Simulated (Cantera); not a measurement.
A perfectly stirred reactor is fed with C2H6 : H2 = 1 : 20 (molar parts), at 1.70 bar; it is held at 1573 K, and followed from long to short residence time.

Detailed kinetics in Cantera: GRI-Mech 3.0 (53 species, 325 reactions). GRI-Mech 3.0 stops at C3 and has no aromatics, soot or wall deposition, so with more carbon than oxygen in the feed, carbon stays in small species such as C2H2 where larger ones or solid carbon would form.

Q: What does this change do: temperature 1573 to 1925 K?

A: 
| quantity | before | after |
|---|---|---|
| x(C2H6) at τ = 18.0 s | 2.07e-5 | 7.59e-7 |
| x(H2) at τ = 18.0 s | 0.921 | 0.952 |
| x(C2H) at τ = 18.0 s | 1.10e-9 | 4.26e-7 |
| x(C2H4) at τ = 18.0 s | 0.00256 | 0.000658 |
| x(CH2) at τ = 18.0 s | 1.27e-9 | 1.07e-7 |
| x(C2H6) at τ = 18.0 ms | 0.000247 | 1.05e-5 |
| x(H2) at τ = 18.0 ms | 0.936 | 0.945 |
| x(C2H) at τ = 18.0 ms | 4.85e-9 | 3.77e-7 |
| x(C2H4) at τ = 18.0 ms | 0.00625 | 0.000618 |
| x(CH2) at τ = 18.0 ms | 4.52e-9 | 2.93e-7 |

Q: What does this change do: temperature 1573 to 1148 K?

A: 
```csv
quantity,before,after
x(C2H6) at τ = 18.0 s,2.07e-5,0.00282
x(H2) at τ = 18.0 s,0.921,0.914
x(C2H) at τ = 18.0 s,1.10e-9,<1e-12
x(C2H4) at τ = 18.0 s,0.00256,0.00605
x(CH2) at τ = 18.0 s,1.27e-9,<1e-12
x(C2H6) at τ = 18.0 ms,0.000247,0.0338
x(H2) at τ = 18.0 ms,0.936,0.952
x(C2H) at τ = 18.0 ms,4.85e-9,<1e-12
x(C2H4) at τ = 18.0 ms,0.00625,0.0121
x(CH2) at τ = 18.0 ms,4.52e-9,<1e-12
```
